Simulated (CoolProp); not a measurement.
Vapour-liquid equilibrium of CHF3 (R23) (1) + R143a (2) at 0.0468 MPa; x and y are mole fractions of (1).

Computed with CoolProp (multi-fluid Helmholtz-energy mixture model, Penoncello 2003 and Lemmon and Jacobsen 2000; pair parameters Bell 2016).

Task: Give the bubble temperature and the first vapour's composition at x = 0.05, 0.45, 0.95. Is there an azeotrope?

Result: x = 0.05: 207.5 K, y = 0.212; x = 0.45: 188.8 K, y = 0.866; x = 0.95: 179.4 K, y = 0.993. No azeotrope shows between x = 0.05 and 0.95.

The pair parameters rest on a limited set of measurements; away from them the model extrapolates. The gap from Raoult's law changes sign with composition, which may be real or a fault of the pair parameters; it wasn't checked against measurements.
